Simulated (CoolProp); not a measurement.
Vapour pressure (MPa) of ethanol: the reference equation beside estimates from Tc = 241.6 °C, pc = 6.268 MPa, ω = 0.644.

Model: reference Helmholtz-energy equation of state, Schroeder 2014, in CoolProp.

```csv
T (°C),reference,Lee-Kesler,van der Waals,Redlich-Kwong
131.35,0.5959,0.5939,2.212,1.356
137.65,0.7099,0.7056,2.377,1.516
143.95,0.8404,0.8331,2.550,1.688
150.25,0.9888,0.9777,2.730,1.873
156.45,1.154,1.138,2.915,2.068
162.75,1.343,1.322,3.111,2.280
169.05,1.554,1.527,3.315,2.507
175.35,1.790,1.756,3.527,2.748
181.55,2.048,2.007,3.744,3.000
187.85,2.337,2.290,3.972,3.271
194.15,2.656,2.604,4.209,3.558
200.45,3.007,2.950,4.454,3.862
206.65,3.385,3.327,4.704,4.177
212.95,3.805,3.748,4.966,4.514
```

Absolute difference from the reference over all 14 rows, mean and median: Lee-Kesler 1.5 and 1.6 %, van der Waals 122.1 and 105.2 %, Redlich-Kwong 63.3 and 57.4 %.
